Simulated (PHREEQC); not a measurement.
**Hard or scaling water: speciation**

Make-up at 25 °C: 0.1 mol SrCl2, 3e-06 mol CO2 and 0.00012 mol KCl per kg of water. Closed to the air; pH follows from the charge balance.

Model: ion-association model, phreeqc.dat, run in PHREEQC.

* **pH**: 5.96
* **ionic strength**: 0.300 mol/kgw
* **specific conductance**: 18400 µS/cm
* **density**: 1.011 g/cm³

| species | molality | activity | log γ |
|---|---|---|---|
| Cl- | 0.200 | 0.137 | -0.164 |
| Sr+2 | 0.100 | 0.0290 | -0.538 |
| K+ | 0.000120 | 8.17e-5 | -0.167 |
| CO2 | 1.61e-6 | 1.73e-6 | 0.030 |
| H+ | 1.41e-6 | 1.10e-6 | -0.107 |
| HCO3- | 9.62e-7 | 6.94e-7 | -0.142 |
| SrHCO3+ | 4.27e-7 | 3.08e-7 | -0.142 |
| OH- | 1.36e-8 | 9.16e-9 | -0.171 |
| SrOH+ | 1.89e-9 | 1.35e-9 | -0.147 |

This is a speciation only: nothing precipitates in the calculation.
